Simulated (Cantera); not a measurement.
Feed: 1 mol Ta, 0.017 mol O2, 9.4 mol H2, held at 0.120 bar.

Cantera equilibrium calculation (NASA polynomials, part measured and part estimated; ideal gas, pure solids and liquids). Candidate condensed phases: H2O, Ta, Ta2O5; 12 gas species. Mutual solubility and eutectic melting of coexisting phases are not modelled. Condensed phases not in the tables: N, O or C dissolved in the metal. Equilibrium is a limit: real reactors are often held back by kinetics, nucleation or transport.

log p: log10 of the partial pressure in bar; n: condensed amount in mol.

| T (K) | log p H2 | log p H | log p H2O | log p TaO2 | n Ta(s) | n Ta2O5(s) | n Ta2O5(l) |
|---|---|---|---|---|---|---|---|
| 1850 | -0.92 | -3.73 | -3.97 | -7.21 | 0.990 | 0.00511 | 0 |
| 1900 | -0.92 | -3.56 | -3.86 | -6.78 | 0.991 | 0.00463 | 0 |
| 1950 | -0.92 | -3.40 | -3.76 | -6.37 | 0.992 | 0.00404 | 0 |
| 2000 | -0.92 | [?] | [?] | [?] | 0.993 | [?] | 0 |
| 2050 | -0.92 | -3.11 | -3.57 | -5.61 | 0.995 | 0.00248 | 0 |
| 2100 | -0.93 | [?] | [?] | [?] | 0.996 | 0 | [?] |
| 2150 | -0.93 | -2.84 | -3.43 | -4.98 | 0.998 | 0 | 0.000543 |
| 2200 | -0.93 | -2.71 | -3.41 | -4.78 | 0.998 | 0 | 0 |
| 2250 | -0.93 | -2.60 | -3.42 | -4.65 | 0.998 | 0 | 0 |
| 2300 | -0.93 | -2.48 | -3.44 | -4.55 | 0.997 | 0 | 0 |
| 2350 | -0.94 | -2.37 | -3.47 | -4.45 | 0.996 | 0 | 0 |
| 2400 | -0.94 | -2.27 | -3.50 | -4.38 | 0.995 | 0 | 0 |
| 2450 | -0.95 | -2.17 | -3.54 | -4.32 | 0.994 | 0 | 0 |
| 2500 | -0.95 | -2.08 | -3.58 | -4.27 | 0.992 | 0 | 0 |

Task: Fill in the missing entries.

Result: 
- 2000, log p H: -3.25
- 2000, log p H2O: -3.66
- 2000, log p TaO2: -5.98
- 2000, n Ta2O5(s): 0.00333
- 2100, log p H: -2.97
- 2100, log p H2O: -3.50
- 2100, log p TaO2: -5.29
- 2100, n Ta2O5(l): 0.00159
